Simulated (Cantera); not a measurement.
# Gas-phase reforming

An isothermal, constant-pressure homogeneous reactor starts with 30.3 % CH4, 12.7 % H2O, 54.5 % H2, 2.54 % N2, at 1948 K and 0.510 bar.

Model: GRI-Mech 3.0 (53 species, 325 reactions), integrated in Cantera. GRI-Mech 3.0 stops at C3 and has no aromatics, soot or wall deposition, so with more carbon than oxygen in the feed, carbon stays in small species such as C2H2 where larger ones or solid carbon would form.

| t (s) | x CH4 | x H2O | x H2 | x HCO | x HO2 |
|---|---|---|---|---|---|
| 0.000500 | 0.159 | 0.113 | 0.646 | 1.08e-7 | <1e-12 |
| 0.00115 | 0.0964 | 0.105 | 0.694 | 6.94e-8 | <1e-12 |
| 0.00263 | 0.0503 | 0.0978 | 0.731 | 3.99e-8 | <1e-12 |
| 0.00602 | 0.0247 | 0.0895 | 0.754 | 2.28e-8 | <1e-12 |
| 0.0138 | 0.0141 | 0.0770 | 0.770 | 1.67e-8 | <1e-12 |
| 0.0316 | 0.0105 | 0.0574 | 0.785 | 1.71e-8 | <1e-12 |
| 0.0725 | 0.00772 | 0.0330 | 0.803 | 2.01e-8 | <1e-12 |
| 0.166 | 0.00480 | 0.0118 | 0.819 | 2.38e-8 | <1e-12 |
| 0.381 | 0.00260 | 0.00160 | 0.828 | 2.61e-8 | <1e-12 |
| 0.873 | 0.00199 | 2.14e-5 | 0.829 | 2.65e-8 | <1e-12 |
| 2.00 | 0.00198 | 4.94e-7 | 0.829 | 2.65e-8 | <1e-12 |
x: mole fraction; the columns are a selection and need not sum to one.

Equilibrium at this temperature and pressure: CH4 0.00185, H2O 4.97e-7, H2 0.829, HCO 2.65e-8, HO2 <1e-12 (gas phase only).
